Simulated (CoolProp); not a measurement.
Methanol along the isotherm 369.3 K: Z from the reference equation and from simpler models built on Tc = 513.4 K, pc = 8.216 MPa, ω = 0.565; each cubic takes its own stable root.

The numbers come from the reference Helmholtz-energy equation of state, de Reuck 1993 in CoolProp.

```csv
p (MPa),phase,reference,van der Waals,Redlich-Kwong,Peng-Robinson
3.73,liquid,0.05402,0.1112,0.07718,0.06278
7.47,liquid,0.1074,0.2185,0.1528,0.1251
11.2,liquid,0.1599,0.3224,0.2268,0.1868
14.9,liquid,0.2114,0.4232,0.2989,0.2474
18.7,liquid,0.2637,0.5247,0.3719,0.3092
22.4,liquid,0.3141,0.6220,0.4420,0.3690
26.1,liquid,0.3640,0.7180,0.5113,0.4284
29.9,liquid,0.4148,0.8155,0.5817,0.4890
33.6,liquid,0.4639,0.9094,0.6496,0.5477
37.3,liquid,0.5126,1.002,0.7168,0.6061
41.1,liquid,0.5622,1.097,0.7853,0.6657
```
